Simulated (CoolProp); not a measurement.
Properties of octamethylcyclotetrasiloxane (D4) along the isobar 0.101 MPa (Tc = 586.5 K, pc = 1.347 MPa, ω = 0.598).

Computed with CoolProp (reference Helmholtz-energy equation of state, Thol 2015).

```tsv
T (K)	phase	Z	fugacity coefficient
305.1	liquid	[?]	0.002225
311.7	liquid	0.01236	[?]
318.3	liquid	0.01220	0.005340
324.9	liquid	0.01205	0.007988
331.6	liquid	0.01191	[?]
338.2	liquid	0.01178	0.01689
344.8	liquid	0.01165	0.02380
351.4	liquid	0.01153	0.03296
358	liquid	0.01142	0.04491
364.6	liquid	0.01131	0.06027
371.3	liquid	0.01121	[?]
377.9	liquid	[?]	0.1045
```

Question: Some entries are withheld; supply them.

Answer: 
- 305.1, Z: 0.01252
- 311.7, fugacity coefficient: 0.003489
- 331.6, fugacity coefficient: 0.01177
- 371.3, fugacity coefficient: 0.08006
- 377.9, Z: 0.01112
